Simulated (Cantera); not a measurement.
Input: 1 mol SiH₄, 0.35 mol C₂H₂, 14 mol H₂, held at 0.900 Torr.

Method: chemical equilibrium by Gibbs-energy minimisation in Cantera with the NASA 1993 tables (ideal gas, pure condensed phases). Candidate condensed phases: C, C₆H₆, C₇H₈, C₈H₁₈, Si, SiC; 87 gas species. Mutual solubility and eutectic melting of coexisting phases are not modelled. Gases not in the tables: Si₂H₆ and higher silanes. Equilibrium is a limit: real reactors are often held back by kinetics, nucleation or transport.

x: gas mole fraction; n: condensed amount in mol.

| T (°C) | x H₂ | x H | x Si | x SiH | x SiH₂ | n Si(s) | n SiC(s) | n Si(l) |
|---|---|---|---|---|---|---|---|---|
| 727 | 1.00 | 6.55e-8 | <1e-12 | <1e-12 | 9.37e-11 | 0.300 | 0.700 | 0 |
| 827 | 1.000 | 7.46e-7 | 1.97e-11 | (withheld) | 1.32e-9 | 0.300 | 0.700 | 0 |
| 927 | 1.000 | 5.70e-6 | 1.16e-9 | (withheld) | 1.19e-8 | 0.300 | 0.700 | 0 |
| 1027 | 1.000 | 3.19e-5 | 3.61e-8 | (withheld) | 7.65e-8 | 0.300 | 0.700 | 0 |
| 1127 | 1.000 | 0.000140 | 6.86e-7 | (withheld) | 3.77e-7 | 0.300 | 0.700 | 0 |
| 1227 | 0.999 | 0.000508 | 8.77e-6 | (withheld) | 1.50e-6 | 0.300 | 0.700 | 0 |
| 1327 | 0.998 | 0.00157 | 8.13e-5 | (withheld) | 5.00e-6 | 0.298 | 0.700 | 0 |
| 1427 | 0.995 | 0.00424 | 0.000565 | (withheld) | 1.41e-5 | 0 | 0.700 | 0.290 |
| 1527 | 0.987 | 0.0103 | 0.00265 | (withheld) | 2.95e-5 | 0 | 0.700 | 0.253 |

Problem. Some entries are withheld; supply them.

Solution. 
- 827, x SiH: 2.06e-11
- 927, x SiH: 6.01e-10
- 1027, x SiH: 1.04e-8
- 1127, x SiH: 1.19e-7
- 1227, x SiH: 9.75e-7
- 1327, x SiH: 6.13e-6
- 1427, x SiH: 3.02e-5
- 1527, x SiH: 0.000104
